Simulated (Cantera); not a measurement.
Silicon nitride deposition: SiHCl₃ + N₂

Charge: 1 mol SiHCl₃, 17 mol N₂, equilibrated at 0.340 bar.

These are equilibrium values from Cantera (NASA tables, ideal gas, pure condensed phases), not measurements of a reactor. Candidate condensed phases: NH₄Cl, Si, Si₃N₄; 28 gas species. N₂ is the only nitrogen source here; it is nearly inert below about 1500 K, so the nitride shown seldom forms there in practice. The tables' values for SiCl₃ are old estimates; treat these amounts as uncertain. Rates play no part.

```json
[
 {"T (K)": "1400", "log p N₂": "-0.51", "log p HCl": "-1.79", "log p SiCl₂": "-3.38", "log p SiCl₄": "-2.04", "log p SiCl₃": "-3.02", "log p H₂": "-2.90", "log p SiHCl₃": "-4.30", "n Si₃N₄(s)": "0.147"},
 {"T (K)": "1450", "log p N₂": "-0.51", "log p HCl": "-1.79", "log p SiCl₂": "-3.04", "log p SiCl₄": "-2.08", "log p SiCl₃": "-2.84", "log p H₂": "-2.90", "log p SiHCl₃": "-4.25", "n Si₃N₄(s)": "0.140"},
 {"T (K)": "1500", "log p N₂": "-0.51", "log p HCl": "-1.80", "log p SiCl₂": "-2.73", "log p SiCl₄": "-2.13", "log p SiCl₃": "-2.68", "log p H₂": "-2.90", "log p SiHCl₃": "-4.22", "n Si₃N₄(s)": "0.129"},
 {"T (K)": "1550", "log p N₂": "-0.51", "log p HCl": "-1.80", "log p SiCl₂": "-2.46", "log p SiCl₄": "-2.21", "log p SiCl₃": "-2.56", "log p H₂": "-2.88", "log p SiHCl₃": "-4.21", "n Si₃N₄(s)": "0.111"},
 {"T (K)": "1600", "log p N₂": "-0.51", "log p HCl": "-1.81", "log p SiCl₂": "-2.24", "log p SiCl₄": "-2.34", "log p SiCl₃": "-2.49", "log p H₂": "-2.85", "log p SiHCl₃": "-4.23", "n Si₃N₄(s)": "0.0864"},
 {"T (K)": "1650", "log p N₂": "-0.51", "log p HCl": "-1.82", "log p SiCl₂": "-2.06", "log p SiCl₄": "-2.53", "log p SiCl₃": "-2.47", "log p H₂": "-2.80", "log p SiHCl₃": "-4.28", "n Si₃N₄(s)": "0.0567"},
 {"T (K)": "1700", "log p N₂": "-0.51", "log p HCl": "-1.84", "log p SiCl₂": "-1.93", "log p SiCl₄": "-2.78", "log p SiCl₃": "-2.50", "log p H₂": "-2.73", "log p SiHCl₃": "-4.38", "n Si₃N₄(s)": "0.0262"},
 {"T (K)": "1750", "log p N₂": "-0.51", "log p HCl": "-1.87", "log p SiCl₂": "-1.84", "log p SiCl₄": "-3.07", "log p SiCl₃": "-2.58", "log p H₂": "-2.66", "log p SiHCl₃": "-4.51", "n Si₃N₄(s)": "0"}
]
```
log p: log10 of the partial pressure in bar; n: condensed amount in mol.

From 1400 K to 1700 K the condensed part is Si₃N₄(s). At 1750 K nothing is condensed. The main Si-bearing gas is SiCl₄ at 1400 K and SiCl₂ at 1750 K. The share of Si in condensed phases is highest at 1400 K (44.1 %) and lowest at 1750 K (0.0 %).
